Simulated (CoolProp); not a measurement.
Values from CoolProp's reference Helmholtz-energy equation of state, Thol 2016.

Problem. For R1234ze(E), give the phase and the density (kg/m³), cv (kJ/(kg K)), Joule-Thomson coefficient (K/MPa), expansivity (1/kK) at 420 K and 12.3 MPa.

Solution. 
- 420 K and 12.3 MPa: supercritical; density 800, cv 1.07, Joule-Thomson coefficient 1.01, expansivity 5.59
